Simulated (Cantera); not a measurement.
Cantera run:

```python
import numpy as np
import cantera as ct

gas_names = """
    O O2 O3 S SO SO2 SO3 S2 S2O S8
""".split()
cond_names = """
    S(cr1) S(cr2) S(L)
""".split()


# ... load() reads the species with a 1 bar reference pressure and builds the phases ...
atoms = {
    'S': {'S': 1},
    'SO2': {'S': 1, 'O': 2},
    'O2': {'O': 2},
}
top_T = {}  # K; cautious upper limits of use, not melting points


# ... equilibrate(T, P, feed) seeds the gas with the atoms and calls Mixture.equilibrate('TP', solver="vcs", rtol=1e-11, max_steps=5000) ...
results = []
feed = {'S': 1, 'SO2': 0.17, 'O2': 3}  # mol
P = 13332.2  # Pa
for T in [2473, 2523, 2573, 2623, 2673, 2723, 2773, 2823, 2873, 2923, 2973, 3023, 3073]:
    mix = equilibrate(T, P, feed)
    results.append((T, P, feed, dict(zip(mix.species_names, mix.species_moles))))

top = {s: max(r[3][s] / sum(r[3][g] for g in gas_names) for r in results) for s in gas_names}
cols = sorted((s for s in top if top[s] > 1e-05), key=lambda s: -top[s])[:9]
seen = [c for c in cond_names if any(r[3].get(c, 0) > 1e-12 for r in results)]
print("log10 of partial pressures in bar; condensed amounts in mol")
print(f"{'T/K':>10s}" + "".join(f"{s[:9]:>10s}" for s in cols + seen))
for T, P, feed, n in results:
    ng = sum(n[g] for g in gas_names)
    print(f"{T:10.4g}" + "".join(f"{np.log10(max(n[s] / ng * P / 1e5, 1e-99)):10.3f}" for s in cols)
          + "".join(f"{n.get(c, 0):10.4g}" for c in seen))
```

Result:

```
log10 of partial pressures in bar; condensed amounts in mol
       T/K        O2       SO2         O        SO         S       SO3        S2
      2473    -1.090    -1.323    -2.442    -3.101    -5.472    -4.580    -8.128
      2523    -1.094    -1.327    -2.337    -2.977    -5.230    -4.625    -7.827
      2573    -1.099    -1.333    -2.236    -2.859    -4.998    -4.670    -7.538
      2623    -1.105    -1.340    -2.140    -2.747    -4.775    -4.716    -7.261
      2673    -1.112    -1.349    -2.048    -2.640    -4.561    -4.762    -6.995
      2723    -1.121    -1.360    -1.961    -2.538    -4.355    -4.810    -6.741
      2773    -1.131    -1.373    -1.877    -2.442    -4.157    -4.859    -6.497
      2823    -1.143    -1.389    -1.798    -2.351    -3.968    -4.912    -6.265
      2873    -1.157    -1.408    -1.722    -2.267    -3.787    -4.967    -6.043
      2923    -1.173    -1.431    -1.650    -2.188    -3.613    -5.026    -5.832
      2973    -1.192    -1.459    -1.582    -2.115    -3.447    -5.090    -5.632
      3023    -1.213    -1.491    -1.519    -2.049    -3.290    -5.159    -5.443
      3073    -1.237    -1.528    -1.459    -1.989    -3.140    -5.234    -5.267
```

Cantera equilibrium calculation (NASA polynomials, part measured and part estimated; ideal gas, pure solids and liquids).
